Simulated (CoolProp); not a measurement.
Vapour-liquid equilibrium of ethane (1) + propane (2) at -39.95 °C; x and y are mole fractions of (1).

Computed with CoolProp (multi-fluid Helmholtz-energy mixture model, Bücker 2006 and Lemmon 2009; pair parameters Kunz 2012).

```json
[
 {"x": "0.05", "bubble pressure, mixture model (bar)": "1.414", "bubble pressure, Raoult's law (bar)": "1.447", "y, mixture model": "0.243", "y, Raoult's law": "0.269"},
 {"x": "0.125", "bubble pressure, mixture model (bar)": "1.862", "bubble pressure, Raoult's law (bar)": "1.948", "y, mixture model": "0.461", "y, Raoult's law": "0.500"},
 {"x": "0.2", "bubble pressure, mixture model (bar)": "2.310", "bubble pressure, Raoult's law (bar)": "2.448", "y, mixture model": "0.595", "y, Raoult's law": "0.636"},
 {"x": "0.275", "bubble pressure, mixture model (bar)": "2.763", "bubble pressure, Raoult's law (bar)": "2.949", "y, mixture model": "0.688", "y, Raoult's law": "0.726"},
 {"x": "0.35", "bubble pressure, mixture model (bar)": "3.225", "bubble pressure, Raoult's law (bar)": "3.449", "y, mixture model": "0.756", "y, Raoult's law": "0.790"},
 {"x": "0.425", "bubble pressure, mixture model (bar)": "3.698", "bubble pressure, Raoult's law (bar)": "3.950", "y, mixture model": "0.808", "y, Raoult's law": "0.838"},
 {"x": "0.5", "bubble pressure, mixture model (bar)": "4.185", "bubble pressure, Raoult's law (bar)": "4.450", "y, mixture model": "0.850", "y, Raoult's law": "0.875"},
 {"x": "0.575", "bubble pressure, mixture model (bar)": "4.686", "bubble pressure, Raoult's law (bar)": "4.951", "y, mixture model": "0.885", "y, Raoult's law": "0.904"},
 {"x": "0.65", "bubble pressure, mixture model (bar)": "5.203", "bubble pressure, Raoult's law (bar)": "5.451", "y, mixture model": "0.913", "y, Raoult's law": "0.929"},
 {"x": "0.725", "bubble pressure, mixture model (bar)": "5.734", "bubble pressure, Raoult's law (bar)": "5.952", "y, mixture model": "0.937", "y, Raoult's law": "0.949"},
 {"x": "0.8", "bubble pressure, mixture model (bar)": "6.279", "bubble pressure, Raoult's law (bar)": "6.452", "y, mixture model": "0.958", "y, Raoult's law": "0.965"},
 {"x": "0.875", "bubble pressure, mixture model (bar)": "6.836", "bubble pressure, Raoult's law (bar)": "6.953", "y, mixture model": "0.975", "y, Raoult's law": "0.980"},
 {"x": "0.95", "bubble pressure, mixture model (bar)": "7.404", "bubble pressure, Raoult's law (bar)": "7.453", "y, mixture model": "0.991", "y, Raoult's law": "0.993"}
]
```

The largest gap from Raoult's law is -6.5 % in bubble pressure, at x = 0.35. No azeotrope shows between x = 0.05 and 0.95.

The pair parameters rest on a limited set of measurements; away from them the model extrapolates.
